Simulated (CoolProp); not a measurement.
Aqueous potassium carbonate as a coolant, 9 % by mass, freezing at -3.2 °C, 1 atm.

Computed with CoolProp (Melinder's fits for secondary coolants).

```json
[
 {"T (°C)": "1", "viscosity (mPa s)": "2.03", "cp (kJ/(kg K))": "3.703", "conductivity (W/(m K))": "0.558", "Prandtl number": "13.5"},
 {"T (°C)": "6.7", "viscosity (mPa s)": "1.72", "cp (kJ/(kg K))": "3.712", "conductivity (W/(m K))": "0.568", "Prandtl number": "11.3"},
 {"T (°C)": "12.3", "viscosity (mPa s)": "1.48", "cp (kJ/(kg K))": "3.721", "conductivity (W/(m K))": "0.577", "Prandtl number": "9.58"},
 {"T (°C)": "17.9", "viscosity (mPa s)": "1.30", "cp (kJ/(kg K))": "3.731", "conductivity (W/(m K))": "0.586", "Prandtl number": "8.25"},
 {"T (°C)": "23.6", "viscosity (mPa s)": "1.14", "cp (kJ/(kg K))": "3.741", "conductivity (W/(m K))": "0.596", "Prandtl number": "7.16"},
 {"T (°C)": "29.2", "viscosity (mPa s)": "1.01", "cp (kJ/(kg K))": "3.751", "conductivity (W/(m K))": "0.605", "Prandtl number": "6.29"},
 {"T (°C)": "34.9", "viscosity (mPa s)": "0.906", "cp (kJ/(kg K))": "3.760", "conductivity (W/(m K))": "0.615", "Prandtl number": "5.54"}
]
```
